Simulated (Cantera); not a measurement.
Charge: 1 mol borazine, 1.7 mol H2O, held at 0.0490 bar.

Cantera equilibrium calculation (NASA polynomials, part measured and part estimated; ideal gas, pure solids and liquids). Candidate condensed phases: B, BN, B2O3, B3O3H3, H2O; 39 gas species. The feed counts by its element totals alone. Mutual solubility and eutectic melting of coexisting phases are not modelled. The numbers say what is thermodynamically allowed, not how fast it happens.

Over these rows the condensed part is BN(s) + B2O3(l). Partial pressures as log10 of bar:

| T (K) | 1000/T (1/K) | log p HBO2 | log p H2 | log p N2 |
|---|---|---|---|---|
| 975 | 1.0256 | -6.88 | -1.36 | -2.28 |
| 1125 | 0.8889 | -5.65 | -1.36 | -2.28 |
| 1275 | 0.7843 | -4.74 | -1.36 | -2.28 |
| 1425 | 0.7018 | ? | -1.36 | -2.28 |
| 1575 | 0.6349 | -3.47 | -1.37 | -2.28 |
| 1725 | 0.5797 | -3.03 | -1.40 | -2.29 |

Task: Fit log p(HBO2) = a + b·(1000/T) to the five rows, give the apparent enthalpy, and predict the row at 1425 K.

Result: Means: 1000/T = 0.7827, log p = -4.754. Sxy = -1.151285, Sxx = 0.1333352, so b = -8.63 and a = -4.754 − (-8.63)×0.7827 = 2.00.
Apparent enthalpy: −19.145 × (-8.63) = 165 kJ/mol. With the condensed phases at unit activity, 2/3 B2O3(l) + 1/2 H2(g) + 1/6 N2(g) = HBO2(g) + 1/3 BN(s) links this pressure to the main gases: over the six rows their terms move log p by -0.02 in all, so the slope is close to that reaction's ΔH°. The five rows lie within 0.03 of the line.
Prediction at 1425 K: 2.00 + (-8.63)×0.7018 = -4.06. The computed value is -4.03, 0.03 from the line.
